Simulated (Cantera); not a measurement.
Input: 1 mol CaO, 3.3 mol HBr, 7.5 mol N2, held at 0.0100 bar.

These are equilibrium values from Cantera (NASA tables, ideal gas, pure condensed phases), not measurements of a reactor. Candidate condensed phases: Br2, Ca, CaBr2, CaO, Ca(OH)2, H2O; 34 gas species. Equilibrium is a limit: real reactors are often held back by kinetics, nucleation or transport.

**Question.** Which condensed phases are stable at each of these points (T (°C)): 875, 975, 1075, 1175, 1275, 1375, 1475, 1575?

**Answer.** 
```csv
T (°C),condensed phases,Ca condensed (%)
875,CaBr2(l),97.9
975,CaBr2(l),82.8
1075,gas only,0.0
1175,gas only,0.0
1275,gas only,0.0
1375,gas only,0.0
1475,gas only,0.0
1575,gas only,0.0
```

From 875 °C to 975 °C the condensed part is CaBr2(l). From 1075 °C to 1575 °C nothing is condensed.
